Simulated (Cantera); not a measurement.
**Adiabatic ignition**

An adiabatic, constant-pressure homogeneous reactor starts with 38.7 % H2, 12.9 % O2, 48.4 % N2, at 1275 K and 1000000 Pa.

Cantera simulation using the H2/O2 subset of GRI-Mech 3.0, which has no nitrogen chemistry; the numbers are that mechanism's predictions, not measurements. The hydrogen kinetics of GRI-Mech 3.0 are dated; newer H2 mechanisms differ, most at raised pressure.

```csv
t (s),T (K),x H2,x O2,x H2O,x H,x H2O2,x O
3.00e-6,1275,0.387,0.129,1.26e-5,2.64e-6,3.14e-7,2.79e-7
1.47e-5,2909,0.145,0.000608,0.279,0.0174,3.57e-7,0.000770
7.24e-5,2930,0.145,0.000473,0.281,0.0154,3.01e-7,0.000613
0.000356,2930,0.145,0.000473,0.281,0.0154,3.01e-7,0.000613
0.00175,2930,0.145,0.000473,0.281,0.0154,3.01e-7,0.000613
0.00858,2930,0.145,0.000473,0.281,0.0154,3.01e-7,0.000613
0.0422,2930,0.145,0.000473,0.281,0.0154,3.01e-7,0.000613
0.207,2930,0.145,0.000473,0.281,0.0154,3.01e-7,0.000613
1.02,2930,0.145,0.000473,0.281,0.0154,3.01e-7,0.000613
5.00,2930,0.145,0.000473,0.281,0.0154,3.01e-7,0.000613
```
x: mole fraction; the columns are a selection and need not sum to one.

```
Quantity                                                               Value
---------------------------------  -----------------------------------------
time of steepest temperature rise                                    7.71 µs
temperature at 5.00 s                                                 2930 K
equilibrium temperature                                               2930 K
x(H2) at 5.00 s                          0.145 (gas-phase equilibrium 0.145)
x(O2) at 5.00 s                    0.000473 (gas-phase equilibrium 0.000473)
x(H2O) at 5.00 s                         0.281 (gas-phase equilibrium 0.281)
```
